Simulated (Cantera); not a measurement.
A freely propagating, adiabatic, planar premixed flame of 17.6 % H2, 16.9 % O2, 52.4 % N2, 13.2 % H2O, unburnt at 523 K and 9.10 bar; mixture-averaged transport, grid criteria slope 0.08 and curve 0.16, no radiation.

Computed with Cantera and the H2/O2 subset of GRI-Mech 3.0, which has no nitrogen chemistry. The hydrogen kinetics of GRI-Mech 3.0 are dated; newer H2 mechanisms differ, most at raised pressure. Burning velocities carry a grid error of a few per cent, more on coarse grids. Lean hydrogen flames are cellular in practice and burn faster than this planar one.

x: mole fraction of selected species; z is measured from the peak of heat release.

| z (mm) | T (K) | u (m/s) | x H2 | x O2 | x H2O | x OH | x HO2 | x O |
|---|---|---|---|---|---|---|---|---|
| -0.373 | 527 | 0.223 | 0.161 | 0.172 | 0.135 | <1e-8 | 1.22e-7 | <1e-8 |
| -0.249 | 545 | 0.226 | 0.141 | 0.175 | 0.141 | <1e-8 | 1.04e-6 | <1e-8 |
| -0.187 | 582 | 0.237 | 0.121 | 0.176 | 0.150 | <1e-8 | 3.91e-6 | <1e-8 |
| -0.124 | 701 | 0.279 | 0.0901 | 0.173 | 0.174 | <1e-8 | 1.94e-5 | <1e-8 |
| -0.0622 | [?] | 0.404 | [?] | [?] | [?] | [?] | [?] | [?] |
| -0.0311 | 1312 | 0.512 | 0.0279 | 0.131 | 0.268 | 4.44e-5 | 0.000412 | 1.97e-5 |
| 0 | 1587 | 0.619 | 0.00997 | 0.107 | 0.307 | 0.000728 | 0.000291 | 0.000178 |
| 0.0311 | 1707 | 0.667 | 0.00257 | 0.0964 | 0.324 | 0.00150 | 8.61e-5 | 0.000178 |
| 0.0622 | 1741 | 0.680 | 0.000760 | 0.0939 | 0.329 | 0.00132 | 2.78e-5 | 9.19e-5 |
| 0.124 | 1755 | 0.686 | [?] | 0.0933 | 0.330 | [?] | [?] | [?] |
| 0.249 | 1758 | 0.687 | 2.15e-5 | 0.0933 | 0.331 | 0.000515 | 1.95e-6 | 1.06e-5 |
| 0.498 | 1758 | 0.687 | 1.33e-5 | 0.0933 | 0.331 | 0.000459 | 1.62e-6 | 8.35e-6 |
| 0.996 | 1758 | 0.687 | 1.31e-5 | 0.0933 | 0.331 | 0.000456 | 1.61e-6 | 8.26e-6 |

**Question.** What belongs in the gaps?

**Answer.** 
- -0.0622, T (K): 1033
- -0.0622, x H2: 0.0496
- -0.0622, x O2: 0.153
- -0.0622, x H2O: 0.228
- -0.0622, x OH: 2.08e-7
- -0.0622, x HO2: 0.000134
- -0.0622, x O: 1.27e-7
- 0.124, x H2: 0.000127
- 0.124, x OH: 0.000814
- 0.124, x HO2: 5.72e-6
- 0.124, x O: 2.82e-5
